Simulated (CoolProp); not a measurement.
Vapour-liquid equilibrium of neopentane (1) + n-pentane (2) at 187 kPa; x and y are mole fractions of (1).

Values from CoolProp's multi-fluid Helmholtz-energy mixture model, Lemmon 2006 and Thol 2019; pair parameters Bell 2016.

| x | bubble temperature, mixture model (°C) | bubble temperature, Raoult's law (°C) | y, mixture model | y, Raoult's law |
|---|---|---|---|---|
| 0.05 | 53.3 | 53.3 | 0.100 | 0.104 |
| 0.2 | 47.9 | 48.0 | 0.350 | 0.360 |
| 0.35 | 43.1 | 43.2 | 0.541 | 0.553 |
| 0.5 | 38.9 | 39.0 | 0.688 | 0.701 |
| 0.65 | 35.1 | 35.2 | 0.805 | 0.816 |
| 0.8 | 31.8 | 31.8 | 0.899 | 0.907 |
| 0.95 | 28.7 | 28.7 | 0.977 | 0.979 |

The largest gap from Raoult's law is -0.1 K in bubble temperature, at x = 0.5. No azeotrope shows between x = 0.05 and 0.95.

The pair parameters rest on a limited set of measurements; away from them the model extrapolates.
